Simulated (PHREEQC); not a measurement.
Make-up at 25 °C: 3.3 mmol/kgw CaCl2, 0.18 mmol/kgw NaF and 0.0015 mmol/kgw H4SiO4. It is in equilibrium with CO2 at log p = -3.5 (atm). Otherwise closed; pH follows from the charge balance.

All values are PHREEQC results (ion-association model, phreeqc.dat), not measurements.

This is a speciation only: nothing precipitates in the calculation.

Question: Predict the pH.

Answer: pH 5.70.

Question: In which forms is C present?

Answer: CO2 80 %, HCO3- 19 %, CaHCO3+ 0.5 % of the C.

Saturation is exceeded, for instance for Fluorite; the values hold only as long as no solid forms. SiF6-2 is the database's only silicon fluoride.
